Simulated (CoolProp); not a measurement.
A simple Rankine cycle with R1224YDZ: condensing at 331.15 K, boiler at 1.56 MPa, turbine inlet 472.1 K, turbine efficiency 0.8, pump efficiency 0.6, no recuperator. Each further row changes one setting.

Values from CoolProp's reference Helmholtz-energy equation of state, Akasaka 2023.

```csv
case,thermal efficiency (%),net work (kJ/kg),heat in (kJ/kg),turbine exit temperature (K),volume ratio over the turbine
as stated,8.5,23.2,272,438.7,3.81
condensing temperature 323.15 K,9.7,…,282,433.7,…
boiler pressure 1.09 MPa,6.4,17.7,276,448.7,…
turbine efficiency 0.7,7.4,20.1,272,441.8,3.85
```

Question: What belongs in the gaps?

Answer: 
- condensing temperature 323.15 K, net work (kJ/kg): 27.3
- condensing temperature 323.15 K, volume ratio over the turbine: 4.77
- boiler pressure 1.09 MPa, volume ratio over the turbine: 2.62
